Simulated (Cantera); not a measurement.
Cantera run:

```python
import numpy as np
import cantera as ct

gas_names = """
    F F2 H HF H2 H2F2 H3F3 H4F4 H5F5 H6F6 H7F7 N NF NF2 NF3 NH NH2 NH3 N2 N2H2 N2H4 Si SiF SiF2 SiF3
    SiF4 SiH SiHF3 SiH2 SiH2F2 SiH3 SiH3F SiH4 SiN Si2 Si2N Si3
""".split()
cond_names = """
    Si(cr) Si(L) Si3N4(a)
""".split()


# ... load() reads the species with a 1 bar reference pressure and builds the phases ...
atoms = {
    'Si3N4': {'Si': 3, 'N': 4},
    'H2': {'H': 2},
    'N2': {'N': 2},
    'F2': {'F': 2},
}
top_T = {'Si3N4(a)': 2400}  # K; cautious upper limits of use, not melting points


# ... equilibrate(T, P, feed) seeds the gas with the atoms and calls Mixture.equilibrate('TP', solver="vcs", rtol=1e-11, max_steps=5000) ...
results = []
feed = {'Si3N4': 1, 'H2': 61, 'N2': 70, 'F2': 1.1}  # mol
P = 1100  # Pa
for T in [1425, 1475, 1525, 1575, 1625, 1675, 1725]:
    mix = equilibrate(T, P, feed)
    results.append((T, P, feed, dict(zip(mix.species_names, mix.species_moles))))

top = {s: max(r[3][s] / sum(r[3][g] for g in gas_names) for r in results) for s in gas_names}
cols = sorted((s for s in top if top[s] > 0.0001), key=lambda s: -top[s])[:5]
seen = [c for c in cond_names if any(r[3].get(c, 0) > 1e-12 for r in results)]
print("log10 of partial pressures in bar; condensed amounts in mol")
print(f"{'T/K':>10s}" + "".join(f"{s[:9]:>10s}" for s in cols + seen))
for T, P, feed, n in results:
    ng = sum(n[g] for g in gas_names)
    print(f"{T:10.4g}" + "".join(f"{np.log10(max(n[s] / ng * P / 1e5, 1e-99)):10.3f}" for s in cols)
          + "".join(f"{n.get(c, 0):10.4g}" for c in seen))
```

Output:

```
log10 of partial pressures in bar; condensed amounts in mol
       T/K        N2        H2        HF      SiF2      SiF4  Si3N4(a)
      1425    -2.232    -2.295    -4.481    -5.931    -4.516    0.8386
      1475    -2.232    -2.296    -4.418    -5.553    -4.592    0.8369
      1525    -2.232    -2.296    -4.368    -5.221    -4.701    0.8312
      1575    -2.232    -2.297    -4.335    -4.936    -4.855    0.8203
      1625    -2.233    -2.297    -4.320    -4.702    -5.065     0.804
      1675    -2.233    -2.298    -4.325    -4.520    -5.336    0.7831
      1725    -2.233    -2.298    -4.348    -4.386    -5.666    0.7585
```

These are equilibrium values from Cantera (NASA tables, ideal gas, pure condensed phases), not measurements of a reactor. The tables' values for SiF2, SiF3, SiF are old estimates; treat these amounts as uncertain.
